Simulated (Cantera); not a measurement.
A Cantera script and its output.

```python
import numpy as np
import cantera as ct

gas = ct.Solution("gri30.yaml")
gas.TPX = 1575, 13332, {'CH4': 1, 'H2O': 0.56, 'H2': 0.15}
reactor = ct.IdealGasConstPressureReactor(gas, energy="off", clone=False)
net = ct.ReactorNet([reactor])
net.rtol, net.atol = 1e-08, 1e-18
show = ['CH4', 'H2O', 'H2', 'CO', 'C2H6', 'CH2CO', 'C2H']
times = np.geomspace(3e-05, 2, 10)

steps = ct.SolutionArray(gas, extra=["t"])
rows = []
print(f"{'t/s':>10s}{'T/K':>9s}{'P/Pa':>11s}" + "".join(f"{s:>11s}" for s in show))
for t in times:
    while net.time < t:
        t_next = net.step()
        steps.append(gas.state, t=t_next)
    rows.append([np.interp(t, steps.t, y) for y in (steps.T, steps.P, *steps(*show).X.T)])
    print(f"{t:10.3e}{rows[-1][0]:9.1f}{rows[-1][1]:11.4g}" + "".join(f"{x:11.3e}" for x in rows[-1][2:]))
rate = np.gradient(steps.T, steps.t)
print("integrator steps:", len(steps.t))
if steps.T.max() > steps.T[0] + 200:
    print(f"time of steepest temperature rise: {steps.t[rate.argmax()]:.4e} s")
gas.TPX = 1575, 13332, {'CH4': 1, 'H2O': 0.56, 'H2': 0.15}
gas.equilibrate("TP")
print(f"equilibrium (TP): T = {gas.T:.1f} K  " + "  ".join(f"{s} {gas[s].X[0]:.3e}" for s in show))
```

Output:

```
       t/s      T/K       P/Pa        CH4        H2O         H2         CO       C2H6      CH2CO        C2H
 3.000e-05   1575.0  1.333e+04  5.848e-01  3.275e-01  8.773e-02  2.521e-15  4.527e-09  3.605e-21  1.880e-21
 1.031e-04   1575.0  1.333e+04  5.847e-01  3.275e-01  8.775e-02  6.992e-13  1.816e-07  6.929e-18  9.590e-19
 3.541e-04   1575.0  1.333e+04  5.845e-01  3.274e-01  8.784e-02  2.512e-10  6.422e-06  1.247e-14  5.203e-16
 1.216e-03   1575.0  1.333e+04  5.836e-01  3.274e-01  8.828e-02  5.962e-08  1.249e-04  1.559e-11  2.019e-13
 4.179e-03   1575.0  1.333e+04  5.784e-01  3.268e-01  9.162e-02  3.843e-06  6.847e-04  8.008e-09  3.016e-11
 1.436e-02   1575.0  1.333e+04  5.496e-01  3.222e-01  1.146e-01  5.295e-05  1.076e-03  1.226e-06  1.334e-09
 4.932e-02   1575.0  1.333e+04  4.599e-01  3.034e-01  1.948e-01  2.776e-04  6.641e-04  1.543e-05  1.016e-08
 1.695e-01   1575.0  1.333e+04  3.048e-01  2.687e-01  3.364e-01  1.403e-03  2.609e-04  3.244e-05  2.625e-08
 5.822e-01   1575.0  1.333e+04  1.417e-01  2.276e-01  4.881e-01  6.417e-03  6.080e-05  3.832e-05  4.553e-08
 2.000e+00   1575.0  1.333e+04  5.036e-02  1.810e-01  5.906e-01  2.581e-02  9.556e-06  3.205e-05  5.910e-08
integrator steps: 1078
equilibrium (TP): T = 1575.0 K  CH4 8.588e-03  H2O 2.809e-07  H2 7.548e-01  CO 1.729e-01  C2H6 4.393e-07  CH2CO 6.552e-08  C2H 2.421e-08
```

Detailed kinetics in Cantera: GRI-Mech 3.0 (53 species, 325 reactions). GRI-Mech 3.0 stops at C3 and has no aromatics, soot or wall deposition, so with more carbon than oxygen in the feed, carbon stays in small species such as C2H2 where larger ones or solid carbon would form.
